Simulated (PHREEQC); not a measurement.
Make-up at 25 °C: 0.0086 mol CaCl2, 0.14 mol Na2SO4 and 0.0068 mol KCl per kg of water. Closed to the air; pH follows from the charge balance.

Computed with PHREEQC (ion-association model, phreeqc.dat).

| quantity | before | after |
|---|---|---|
| pH | 7.23 | 7.00 |
| ionic strength (mol/kgw) | 0.372 | 0.368 |
| Ca+2 (mol/kgw) | 0.00413 | 0.00406 |

Task: What was changed between the two runs?
(A) 0.0018 mol/kgw NaH2PO4 added
(B) KCl left out
(C) temperature from 25 to 45 °C
(D) Na2SO4 left out
(E) KCl from 0.0068 to 0.0034 mol/kgw

Result: C, temperature from 25 to 45 °C

This is a speciation only: nothing precipitates in the calculation. Constants without temperature data keep their 25 °C values here.
